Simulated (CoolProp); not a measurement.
A Linde-Hampson liquefier for normal hydrogen: isothermal reversible compression at 200 K from 1 atm to 25 MPa, throttling to 1 atm, return gas leaving the recuperator 0 K below the feed. Each further row changes one setting.

The numbers come from the reference Helmholtz-energy equation of state, Leachman 2009 in CoolProp.

```tsv
case	compression work (kJ/kg of gas)
as stated	4700
high pressure 50 MPa	5450
warm-end temperature 230 K	5390
warm-end gap 5 K	4700
```
